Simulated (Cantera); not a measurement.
Cantera run:

```python
import numpy as np
import cantera as ct

gas_names = [...]  # 95 gases of nasa_gas.yaml made of C, F, H
cond_names = """
    C(gr) C6H6(L) C7H8(L) C8H18(L),n-octa
""".split()


# ... load() reads the species with a 1 bar reference pressure and builds the phases ...
atoms = {
    'CF4': {'C': 1, 'F': 4},
    'CH4': {'C': 1, 'H': 4},
}
top_T = {'C(gr)': 4500}  # K; cautious upper limits of use, not melting points


# ... equilibrate(T, P, feed) seeds the gas with the atoms and calls Mixture.equilibrate('TP', solver="vcs", rtol=1e-11, max_steps=5000) ...
results = []
feed = {'CF4': 1, 'CH4': 0.018}  # mol
T = 3225  # K
P = 1000  # Pa
mix = equilibrate(T, P, feed)
results.append((T, P, feed, dict(zip(mix.species_names, mix.species_moles))))
print(gas.report(threshold=0.0001))
for i in range(1, mix.n_phases):
    print(f"{mix.phase(i).name:16s} {mix.phase_moles(i):12.5e} mol")
```

It prints:

```
       temperature   3225 K
          pressure   1000 Pa
           density   0.00077324 kg/m^3
  mean mol. weight   20.734 kg/kmol
   phase of matter   gas

                          1 kg             1 kmol
                     ---------------   ---------------
          enthalpy        9.8832e+06        2.0492e+08  J
   internal energy        8.5899e+06         1.781e+08  J
           entropy             12969        2.6889e+05  J/K
    Gibbs function       -3.1941e+07       -6.6226e+08  J
 heat capacity c_p            1178.8             24441  J/K
 heat capacity c_v            777.81             16127  J/K

                      mass frac. Y      mole frac. X     chem. pot. / RT
                     ---------------   ---------------   ---------------
                 C          0.011039          0.019057            -4.545
                CF             0.114          0.076226           -29.314
               CF2          0.018471         0.0076581           -54.083
                C2         0.0093831         0.0080987           -9.0899
                C3          0.068125            0.0392           -13.635
                C4        0.00028777        0.00012419            -18.18
                C5         0.0010351        0.00035736           -22.725
                 F            0.7627           0.83236           -24.769
                 H        7.3418e-05         0.0015101           -20.452
                HF          0.014846          0.015386           -45.221
     [  +85 minor]         3.887e-05        1.9772e-05

C(gr)             0.00000e+00 mol
```

These are equilibrium values from Cantera (NASA tables, ideal gas, pure condensed phases), not measurements of a reactor.
